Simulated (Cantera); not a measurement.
**Equilibrium for aluminium nitride and oxide growth: AlCl3 + N2 + H2**

A closed system holds: 1 mol AlCl3, 11 mol N2, 12 mol H2, at 12.0 mbar.

Equilibrium computed with Cantera from the NASA thermochemical tables; the gas is ideal and each condensed phase is pure. Candidate condensed phases: Al, AlCl3, AlN, NH4Cl; 20 gas species. The tables' values for AlCl2 are old estimates; treat these amounts as uncertain. Kinetics and transport are ignored.

From 1000 K to 1550 K the condensed part is AlN(s). The main Al-bearing gas is AlCl3 at 1000 K and AlCl at 1550 K. The share of Al in condensed phases is highest at 1000 K (56.9 %) and lowest at 1550 K (12.6 %).

| T (K) | log p H2 | log p N2 | log p HCl | log p AlCl3 | log p AlCl | n AlN(s) |
|---|---|---|---|---|---|---|
| 1000 | -2.25 | -2.27 | -3.07 | -3.67 | -10.11 | 0.569 |
| 1050 | -2.25 | -2.27 | -3.08 | -3.66 | -9.24 | 0.559 |
| 1100 | -2.25 | -2.27 | -3.08 | -3.65 | -8.44 | 0.549 |
| 1150 | -2.25 | -2.27 | -3.09 | -3.64 | -7.72 | 0.540 |
| 1200 | -2.25 | -2.27 | -3.10 | -3.63 | -7.06 | 0.532 |
| 1250 | -2.25 | -2.27 | -3.10 | -3.63 | -6.46 | 0.524 |
| 1300 | -2.25 | -2.27 | -3.11 | -3.62 | -5.90 | 0.514 |
| 1350 | -2.25 | -2.27 | -3.12 | -3.62 | -5.38 | 0.499 |
| 1400 | -2.25 | -2.27 | -3.12 | -3.63 | -4.91 | 0.474 |
| 1450 | -2.25 | -2.27 | -3.14 | -3.65 | -4.47 | 0.424 |
| 1500 | -2.25 | -2.27 | -3.16 | -3.69 | -4.07 | 0.323 |
| 1550 | -2.25 | -2.27 | -3.19 | -3.78 | -3.72 | 0.126 |
log p: log10 of the partial pressure in bar; n: condensed amount in mol.
